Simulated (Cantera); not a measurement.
A Cantera script and its output.

```python
import numpy as np
import cantera as ct

gas = ct.Solution("gri30.yaml")
gas.TPX = 1250, 590000, {'CH4': 1, 'C2H6': 0.14, 'O2': 4.53, 'N2': 17}
reactor = ct.IdealGasReactor(gas, energy="on", clone=False)
net = ct.ReactorNet([reactor])
net.rtol, net.atol = 1e-08, 1e-16
show = ['CH4', 'C2H6', 'O2', 'CH2O', 'H2O']
times = np.geomspace(2e-06, 2, 16)

steps = ct.SolutionArray(gas, extra=["t"])
rows = []
print(f"{'t/s':>10s}{'T/K':>9s}{'P/Pa':>11s}" + "".join(f"{s:>11s}" for s in show))
for t in times:
    while net.time < t:
        t_next = net.step()
        steps.append(gas.state, t=t_next)
    rows.append([np.interp(t, steps.t, y) for y in (steps.T, steps.P, *steps(*show).X.T)])
    print(f"{t:10.3e}{rows[-1][0]:9.1f}{rows[-1][1]:11.4g}" + "".join(f"{x:11.3e}" for x in rows[-1][2:]))
rate = np.gradient(steps.T, steps.t)
print("integrator steps:", len(steps.t))
if steps.T.max() > steps.T[0] + 200:
    print(f"time of steepest temperature rise: {steps.t[rate.argmax()]:.4e} s")
gas.TPX = 1250, 590000, {'CH4': 1, 'C2H6': 0.14, 'O2': 4.53, 'N2': 17}
gas.equilibrate("UV")
print(f"equilibrium (UV): T = {gas.T:.1f} K  " + "  ".join(f"{s} {gas[s].X[0]:.3e}" for s in show))
```

Output:

```
       t/s      T/K       P/Pa        CH4       C2H6         O2       CH2O        H2O
 2.000e-06   1250.0    5.9e+05  4.411e-02  6.175e-03  1.998e-01  1.463e-09  1.749e-09
 5.024e-06   1250.0    5.9e+05  4.411e-02  6.175e-03  1.998e-01  9.259e-09  1.126e-08
 1.262e-05   1250.0    5.9e+05  4.411e-02  6.175e-03  1.998e-01  5.833e-08  7.207e-08
 3.170e-05   1250.0    5.9e+05  4.411e-02  6.174e-03  1.998e-01  3.724e-07  4.777e-07
 7.962e-05   1250.0    5.9e+05  4.411e-02  6.169e-03  1.998e-01  2.683e-06  3.812e-06
 2.000e-04   1250.2  5.901e+05  4.407e-02  6.137e-03  1.998e-01  3.203e-05  5.326e-05
 5.024e-04   1280.1  6.051e+05  4.105e-02  4.736e-03  1.960e-01  1.620e-03  4.172e-03
 1.262e-03   2588.9  1.232e+06  5.681e-18  1.626e-33  8.566e-02  1.324e-11  1.008e-01
 3.170e-03   2573.3  1.224e+06  4.906e-18  1.244e-33  8.215e-02  1.197e-11  1.011e-01
 7.962e-03   2567.1  1.221e+06  4.620e-18  1.114e-33  8.076e-02  1.149e-11  1.012e-01
 2.000e-02   2566.8  1.221e+06  4.606e-18  1.108e-33  8.069e-02  1.147e-11  1.012e-01
 5.024e-02   2566.8  1.221e+06  4.606e-18  1.108e-33  8.069e-02  1.147e-11  1.012e-01
 1.262e-01   2566.8  1.221e+06  4.606e-18  1.108e-33  8.069e-02  1.147e-11  1.012e-01
 3.170e-01   2566.8  1.221e+06  4.606e-18  1.108e-33  8.069e-02  1.147e-11  1.012e-01
 7.962e-01   2566.8  1.221e+06  4.606e-18  1.108e-33  8.069e-02  1.147e-11  1.012e-01
 2.000e+00   2566.8  1.221e+06  4.606e-18  1.108e-33  8.069e-02  1.147e-11  1.012e-01
integrator steps: 1982
time of steepest temperature rise: 6.0834e-04 s
equilibrium (UV): T = 2566.8 K  CH4 6.652e-18  C2H6 1.910e-33  O2 8.069e-02  CH2O 1.147e-11  H2O 1.012e-01
```

Detailed kinetics in Cantera: GRI-Mech 3.0 (53 species, 325 reactions).
